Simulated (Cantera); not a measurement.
Cantera run:

```python
import numpy as np
import cantera as ct

gas_names = [...]  # 131 gases of nasa_gas.yaml made of C, H, Na, O, S
cond_names = """
    C(gr) C6H6(L) C7H8(L) C8H18(L),n-octa H2O(s) H2O(L) H2SO4(L) Na(cr) Na(L) NaOH(a) NaOH(L) NaO2(s)
    Na2CO3(I) Na2CO3(II) Na2CO3(L) Na2O(c) Na2O(a) Na2O(L) Na2O2(a) Na2O2(b) Na2S(1) Na2S(2) Na2S(L)
    Na2SO4(V) Na2SO4(IV) Na2SO4(I) Na2SO4(L) S(cr1) S(cr2) S(L)
""".split()


# ... load() reads the species with a 1 bar reference pressure and builds the phases ...
atoms = {
    'Na2SO4': {'Na': 2, 'S': 1, 'O': 4},
    'H2': {'H': 2},
    'CO2': {'C': 1, 'O': 2},
}
top_T = {'C(gr)': 4500, 'NaO2(s)': 800, 'Na2O2(b)': 940}  # K; cautious upper limits of use, not melting points


# ... equilibrate(T, P, feed) seeds the gas with the atoms and calls Mixture.equilibrate('TP', solver="vcs", rtol=1e-11, max_steps=5000) ...
results = []
P = 1200  # Pa
for T in [1198, 1273, 1348, 1423, 1498, 1573, 1648, 1723, 1798, 1873]:
    for m in [0.059, 0.17, 0.29, 0.4, 0.51, 0.63, 0.74, 0.86, 0.97, 1.1, 1.2, 1.3]:
        feed = {'Na2SO4': 1, 'H2': 0.22, 'CO2': m}  # mol
        mix = equilibrate(T, P, feed)
        results.append((T, P, feed, dict(zip(mix.species_names, mix.species_moles))))

for T, P, feed, n in results:
    print(f"{T:7g} {feed['CO2']:10.4g}  " + (" + ".join(c for c in cond_names if n.get(c, 0) > 1e-12) or "gas only"))
```

Output:

```
   1198      0.059  Na2S(1) + Na2SO4(L)
   1198       0.17  Na2S(1) + Na2SO4(L)
   1198       0.29  Na2S(1) + Na2SO4(L)
   1198        0.4  Na2S(1) + Na2SO4(L)
   1198       0.51  Na2S(1) + Na2SO4(L)
   1198       0.63  Na2S(1) + Na2SO4(L)
   1198       0.74  Na2S(1) + Na2SO4(L)
   1198       0.86  Na2S(1) + Na2SO4(L)
   1198       0.97  Na2S(1) + Na2SO4(L)
   1198        1.1  Na2S(1) + Na2SO4(L)
   1198        1.2  Na2S(1) + Na2SO4(L)
   1198        1.3  Na2S(1) + Na2SO4(L)
   1273      0.059  Na2S(1) + Na2SO4(L)
   1273       0.17  Na2S(1) + Na2SO4(L)
   1273       0.29  Na2S(1) + Na2SO4(L)
   1273        0.4  Na2S(1) + Na2SO4(L)
   1273       0.51  Na2S(1) + Na2SO4(L)
   1273       0.63  Na2S(1) + Na2SO4(L)
   1273       0.74  Na2S(1) + Na2SO4(L)
   1273       0.86  Na2S(1) + Na2SO4(L)
   1273       0.97  Na2S(1) + Na2SO4(L)
   1273        1.1  Na2S(1) + Na2SO4(L)
   1273        1.2  Na2S(1) + Na2SO4(L)
   1273        1.3  Na2S(1) + Na2SO4(L)
   1348      0.059  Na2S(2) + Na2SO4(L)
   1348       0.17  Na2S(2) + Na2SO4(L)
   1348       0.29  Na2S(2) + Na2SO4(L)
   1348        0.4  Na2S(2) + Na2SO4(L)
   1348       0.51  Na2S(2) + Na2SO4(L)
   1348       0.63  Na2S(2) + Na2SO4(L)
   1348       0.74  Na2S(2) + Na2SO4(L)
   1348       0.86  Na2S(2) + Na2SO4(L)
   1348       0.97  Na2S(2) + Na2SO4(L)
   1348        1.1  Na2SO4(L)
   1348        1.2  Na2SO4(L)
   1348        1.3  Na2SO4(L)
   1423      0.059  Na2S(2) + Na2SO4(L)
   1423       0.17  Na2S(2) + Na2SO4(L)
   1423       0.29  Na2S(2) + Na2SO4(L)
   1423        0.4  Na2S(2) + Na2SO4(L)
   1423       0.51  Na2SO4(L)
   1423       0.63  Na2SO4(L)
   1423       0.74  Na2SO4(L)
   1423       0.86  Na2SO4(L)
   1423       0.97  Na2SO4(L)
   1423        1.1  Na2SO4(L)
   1423        1.2  Na2SO4(L)
   1423        1.3  Na2SO4(L)
   1498      0.059  Na2SO4(L)
   1498       0.17  Na2SO4(L)
   1498       0.29  Na2SO4(L)
   1498        0.4  Na2SO4(L)
   1498       0.51  Na2SO4(L)
   1498       0.63  Na2SO4(L)
   1498       0.74  Na2SO4(L)
   1498       0.86  Na2SO4(L)
   1498       0.97  Na2SO4(L)
   1498        1.1  Na2SO4(L)
   1498        1.2  Na2SO4(L)
   1498        1.3  Na2SO4(L)
   1573      0.059  Na2SO4(L)
   1573       0.17  Na2SO4(L)
   1573       0.29  Na2SO4(L)
   1573        0.4  Na2SO4(L)
   1573       0.51  Na2SO4(L)
   1573       0.63  Na2SO4(L)
   1573       0.74  Na2SO4(L)
   1573       0.86  Na2SO4(L)
   1573       0.97  Na2SO4(L)
   1573        1.1  Na2SO4(L)
   1573        1.2  Na2SO4(L)
   1573        1.3  Na2SO4(L)
   1648      0.059  Na2SO4(L)
   1648       0.17  Na2SO4(L)
   1648       0.29  Na2SO4(L)
   1648        0.4  Na2SO4(L)
   1648       0.51  Na2SO4(L)
   1648       0.63  Na2SO4(L)
   1648       0.74  Na2SO4(L)
   1648       0.86  Na2SO4(L)
   1648       0.97  Na2SO4(L)
   1648        1.1  Na2SO4(L)
   1648        1.2  Na2SO4(L)
   1648        1.3  Na2SO4(L)
   1723      0.059  Na2SO4(L)
   1723       0.17  Na2SO4(L)
   1723       0.29  Na2SO4(L)
   1723        0.4  Na2SO4(L)
   1723       0.51  Na2SO4(L)
   1723       0.63  Na2SO4(L)
   1723       0.74  Na2SO4(L)
   1723       0.86  Na2SO4(L)
   1723       0.97  Na2SO4(L)
   1723        1.1  Na2SO4(L)
   1723        1.2  Na2SO4(L)
   1723        1.3  Na2SO4(L)
   1798      0.059  gas only
   1798       0.17  gas only
   1798       0.29  gas only
   1798        0.4  gas only
   1798       0.51  gas only
   1798       0.63  gas only
   1798       0.74  gas only
   1798       0.86  gas only
   1798       0.97  gas only
   1798        1.1  gas only
   1798        1.2  gas only
   1798        1.3  gas only
   1873      0.059  gas only
   1873       0.17  gas only
   1873       0.29  gas only
   1873        0.4  gas only
   1873       0.51  gas only
   1873       0.63  gas only
   1873       0.74  gas only
   1873       0.86  gas only
   1873       0.97  gas only
   1873        1.1  gas only
   1873        1.2  gas only
   1873        1.3  gas only
```

Cantera equilibrium calculation (NASA polynomials, part measured and part estimated; ideal gas, pure solids and liquids). Mutual solubility and eutectic melting of coexisting phases are not modelled.
